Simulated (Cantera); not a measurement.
Charge: 1 mol c-C4F8, 0.14 mol H2, held at 2225 °C and 0.578 Torr.

Method: chemical equilibrium by Gibbs-energy minimisation in Cantera with the NASA 1993 tables (ideal gas, pure condensed phases). Candidate condensed phases: C, C6H6, C7H8, C8H18; 95 gas species. The feed counts by its element totals alone. Kinetics and transport are ignored.

Base state: F 0.867, CF2 0.0667, HF 0.0372, CF 0.0281, C3 0.000626, C 0.000210, CF3 0.000126, H 7.20e-5 (mole fractions); condensed: C(graphite).

Problem. What changes in the equilibrium state with this change: H2 from 0.14 to 0.24 mol?

Solution. 
| species | before | after |
|---|---|---|
| F | 0.867 | 0.844 |
| HF | 0.0372 | 0.0636 |
| CF2 | 0.0667 | 0.0633 |
| CF | 0.0281 | 0.0274 |
| H | 7.20e-5 | 0.000126 |
| CF4 | 3.92e-5 | 3.53e-5 |
| CF3 | 0.000126 | 0.000117 |
| C(graphite), mol | 3.27 | 3.30 |
